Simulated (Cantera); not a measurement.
Input (Python, Cantera):

```python
import numpy as np
import cantera as ct

gas = ct.Solution("gri30.yaml")


def delay(T, t_max=10):
    gas.TPX = T, 630000, {'CO': 1, 'H2': 1.3, 'CH4': 0.19, 'O2': 3.06, 'N2': 11.5, 'H2O': 3.6}
    reactor = ct.IdealGasReactor(gas, clone=False)
    net = ct.ReactorNet([reactor])
    net.rtol, net.atol = 1e-8, 1e-16
    while net.time < t_max:
        t_old, T_old = net.time, reactor.T
        net.step()
        if reactor.T > T + 400:  # ignition: a rise of 400 K
            return t_old + (T + 400 - T_old) / (reactor.T - T_old) * (net.time - t_old)
    return np.nan


taus = []
for T in [925, 975, 1025, 1075, 1125, 1175, 1225, 1275, 1325]:
    taus.append(delay(T))
    print(f"T0 = {T:6g} K   tau = {taus[-1]:.4e} s")
```

It prints:

```
T0 =    925 K   tau = 1.0151e-01 s
T0 =    975 K   tau = 3.0036e-02 s
T0 =   1025 K   tau = 9.8246e-03 s
T0 =   1075 K   tau = 3.4690e-03 s
T0 =   1125 K   tau = 1.2964e-03 s
T0 =   1175 K   tau = 5.0418e-04 s
T0 =   1225 K   tau = 2.0208e-04 s
T0 =   1275 K   tau = 8.4665e-05 s
T0 =   1325 K   tau = 3.8972e-05 s
```

Computed with Cantera and GRI-Mech 3.0 (53 species, 325 reactions). Below about 1000 K GRI-Mech 3.0 lacks low-temperature oxidation paths. Below about 950 K walls govern HO2 and H2O2 in real vessels.
